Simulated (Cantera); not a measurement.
An isothermal, constant-pressure homogeneous reactor starts with N2O : O2 = 1 : 0.14 (molar parts), at 1175 K and 15.0 Torr. Integrator tolerance rtol = 1e-08.

Model: GRI-Mech 3.0 (53 species, 325 reactions), integrated in Cantera. GRI-Mech 3.0 was tuned for natural gas; its chemistry of N2O as a main component is partial and can be far from experiment. Radical loss at walls, strong at low pressure, is not modelled. The mechanism lacks the step 2 NO + O2 → 2 NO2, which can matter for NO2 below about 1400 K. The temperature is held fixed by assumption; the heat of reaction is taken as removed at once.

Q: What does this change do: pressure from 15.0 Torr to 4.13 Torr?

A: 
```tsv
quantity	before	after
x(N2O) at 10.0 s	0.788 (gas-phase equilibrium 1.72e-9)	0.851 (gas-phase equilibrium 9.01e-10)
x(O2) at 10.0 s	0.147 (gas-phase equilibrium 0.390)	0.130 (gas-phase equilibrium 0.390)
x(NO) at 10.0 s	0.00591 (gas-phase equilibrium 0.000194)	0.00171 (gas-phase equilibrium 0.000194)
x(O) at 10.0 s	1.23e-6 (gas-phase equilibrium 6.49e-8)	1.23e-6 (gas-phase equilibrium 1.24e-7)
x(NO2) at 10.0 s	1.65e-6 (gas-phase equilibrium 7.12e-7)	1.50e-7 (gas-phase equilibrium 3.73e-7)
x(N2) at 10.0 s	0.0593 (gas-phase equilibrium 0.610)	0.0171 (gas-phase equilibrium 0.610)
```

Q: What does this change do: pressure from 15.0 Torr to 35.3 Torr?

A: 
| quantity | before | after |
|---|---|---|
| x(N2O) at 10.0 s | 0.788 (gas-phase equilibrium 1.72e-9) | 0.685 (gas-phase equilibrium 2.63e-9) |
| x(O2) at 10.0 s | 0.147 (gas-phase equilibrium 0.390) | 0.175 (gas-phase equilibrium 0.390) |
| x(NO) at 10.0 s | 0.00591 (gas-phase equilibrium 0.000194) | 0.0127 (gas-phase equilibrium 0.000194) |
| x(O) at 10.0 s | 1.23e-6 (gas-phase equilibrium 6.49e-8) | 1.22e-6 (gas-phase equilibrium 4.23e-8) |
| x(NO2) at 10.0 s | 1.65e-6 (gas-phase equilibrium 7.12e-7) | 7.79e-6 (gas-phase equilibrium 1.09e-6) |
| x(N2) at 10.0 s | 0.0593 (gas-phase equilibrium 0.610) | 0.127 (gas-phase equilibrium 0.610) |

Q: What does this change do: pressure from 15.0 Torr to 0.990 bar?

A: 
```
quantity                                            before                                     after
----------------  ----------------------------------------  ----------------------------------------
x(N2O) at 10.0 s     0.788 (gas-phase equilibrium 1.72e-9)    0.0487 (gas-phase equilibrium 1.21e-8)
x(O2) at 10.0 s        0.147 (gas-phase equilibrium 0.390)       0.355 (gas-phase equilibrium 0.390)
x(NO) at 10.0 s   0.00591 (gas-phase equilibrium 0.000194)   0.0409 (gas-phase equilibrium 0.000194)
x(O) at 10.0 s     1.23e-6 (gas-phase equilibrium 6.49e-8)   1.80e-7 (gas-phase equilibrium 9.23e-9)
x(NO2) at 10.0 s   1.65e-6 (gas-phase equilibrium 7.12e-7)  0.000513 (gas-phase equilibrium 5.01e-6)
x(N2) at 10.0 s       0.0593 (gas-phase equilibrium 0.610)       0.555 (gas-phase equilibrium 0.610)
```
